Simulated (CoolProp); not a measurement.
A simple Rankine cycle with hydrogen sulfide: condensing at 319.15 K, boiler at 6.64 MPa, turbine inlet 360.6 K, turbine efficiency 0.9, pump efficiency 0.8, no recuperator. Each further row changes one setting.

Model: reference Helmholtz-energy equation of state, Lemmon 2006, in CoolProp. It is a short technical equation, of lower accuracy than the large ones.

```json
[
 {"case": "as stated", "thermal efficiency (%)": "7.8", "net work (kJ/kg)": "26.9", "heat in (kJ/kg)": "346", "turbine exit temperature (K)": "319.1", "volume ratio over the turbine": "1.98"},
 {"case": "turbine inlet 380.6 K", "thermal efficiency (%)": "8.3", "net work (kJ/kg)": "32.8", "heat in (kJ/kg)": "395", "turbine exit temperature (K)": "319.1", "volume ratio over the turbine": "1.78"},
 {"case": "condensing temperature 311.15 K", "thermal efficiency (%)": "9.4", "net work (kJ/kg)": "34.1", "heat in (kJ/kg)": "365", "turbine exit temperature (K)": "311.1", "volume ratio over the turbine": "2.35"},
 {"case": "boiler pressure 4.65 MPa", "thermal efficiency (%)": "4.5", "net work (kJ/kg)": "18.2", "heat in (kJ/kg)": "402", "turbine exit temperature (K)": "329.7", "volume ratio over the turbine": "1.33"},
 {"case": "turbine efficiency 0.8", "thermal efficiency (%)": "6.7", "net work (kJ/kg)": "23.2", "heat in (kJ/kg)": "346", "turbine exit temperature (K)": "319.1", "volume ratio over the turbine": "2.00"}
]
```

The expansion ends wet for: as stated; turbine inlet 380.6 K; condensing temperature 311.15 K; turbine efficiency 0.8.
